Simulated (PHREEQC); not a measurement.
HCl is added in steps, without added water, to 1 kg of water holding 66 mmol/kgw NH3, 1.2 mmol/kgw CO2 and 0.095 mmol/kgw Na2CO3, at 25 °C. O2 is buffered at 0.21 atm. The system is closed to CO2. Solids allowed: Halite. Others were left out.

Base run: PHREEQC, ion-association model, phreeqc.dat. Each further column changes one thing. The table gives HCO3- (mol/kgw).

| HCl added (mol) | base | Na2CO3 from 9.5e-05 to 0.000475 mol/kgw | 0.019 mol/kgw NH4HF2 added | Na2CO3 from 9.5e-05 to 4.75e-05 mol/kgw | no solid may form |
|---|---|---|---|---|---|
| 0 | 0.000353 | 0.000436 | 0.00108 | 0.000342 | 0.000353 |
| 0.0082 | 0.000758 | 0.000962 | 0.00113 | 0.000732 | 0.000758 |
| 0.0164 | 0.000940 | 0.00120 | 0.00118 | 0.000907 | 0.000940 |
| 0.0287 | 0.00109 | 0.00140 | ? | 0.00105 | 0.00109 |
| 0.0369 | 0.00115 | ? | ? | ? | 0.00115 |
| 0.0451 | 0.00120 | 0.00155 | 0.00121 | 0.00116 | 0.00120 |
| 0.0533 | 0.00124 | 0.00160 | 4.93e-6 | 0.00120 | 0.00124 |
| 0.0656 | 0.000552 | 0.00121 | 9.86e-7 | 0.000465 | 0.000552 |
| 0.0738 | 1.14e-7 | 1.63e-7 | ? | 1.08e-7 | 1.14e-7 |
| 0.082 | 5.55e-8 | ? | ? | 5.32e-8 | 5.55e-8 |

Problem. What belongs in the gaps?

Solution. 
- 0.0287, 0.019 mol/kgw NH4HF2 added: 0.00123
- 0.0369, Na2CO3 from 9.5e-05 to 0.000475 mol/kgw: 0.00148
- 0.0369, 0.019 mol/kgw NH4HF2 added: 0.00126
- 0.0369, Na2CO3 from 9.5e-05 to 4.75e-05 mol/kgw: 0.00111
- 0.0738, 0.019 mol/kgw NH4HF2 added: 4.37e-7
- 0.082, Na2CO3 from 9.5e-05 to 0.000475 mol/kgw: 7.54e-8
- 0.082, 0.019 mol/kgw NH4HF2 added: 1.96e-7
